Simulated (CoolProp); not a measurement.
A simple Rankine cycle with R1224YDZ: condensing at 300.15 K, boiler at 2.59 MPa, turbine inlet 416.3 K, turbine efficiency 0.85, pump efficiency 0.6, no recuperator. Each further row changes one setting.

The numbers come from the reference Helmholtz-energy equation of state, Akasaka 2023 in CoolProp.

```
case                             thermal efficiency (%)  net work (kJ/kg)  heat in (kJ/kg)  turbine exit temperature (K)  volume ratio over the turbine
-------------------------------  ----------------------  ----------------  ---------------  ----------------------------  -----------------------------
as stated                                          16.2              36.1              223                         328.4                           22.5
turbine inlet 436.3 K                              16.4              41.7              254                         357.5                           19.1
condensing temperature 292.15 K                    17.3              40.3              232                         322.4                           29.8
boiler pressure 1.81 MPa                           15.0              36.7              244                         351.5                           12.5
turbine efficiency 0.75                            14.1              31.5              223                         333.8                           22.9
```
